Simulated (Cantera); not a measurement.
## Diamond growth

A diamond (100) surface in a fixed gas of H2 with x(CH4) = 0.012, x(H) = 0.011, at 1200 K, 0.220 bar; coverages are run to steady state.

Detailed kinetics in Cantera: the Harris–Goodwin 1993 mechanism for the reconstructed diamond (100) surface.

```tsv
x(CH3)	growth (µm/h)	θ c6HH	θ c6H*	θ c6*H	θ c6**	θ c6HM
1e-06	0.191	0.439	0.0389	0.491	0.0305	1.85e-5
2.5e-06	0.478	0.439	0.0389	0.491	0.0305	4.62e-5
6.1e-06	1.17	0.439	0.0389	0.491	0.0305	0.000113
1.5e-05	2.87	0.439	0.0389	0.491	0.0305	0.000277
3.7e-05	7.07	0.439	0.0389	0.491	0.0304	0.000682
9.3e-05	17.7	0.438	0.0388	0.490	0.0304	0.00171
0.00023	43.6	0.436	0.0386	0.488	0.0301	0.00421
0.00057	107	0.432	0.0382	0.482	0.0296	0.0103
0.0014	253	0.423	0.0373	0.470	0.0283	0.0245
```
θ: site fractions in the mechanism's names (c6HH fully hydrogenated, c6H* and c6*H radical sites, c6** diradical, c6HM methylated).
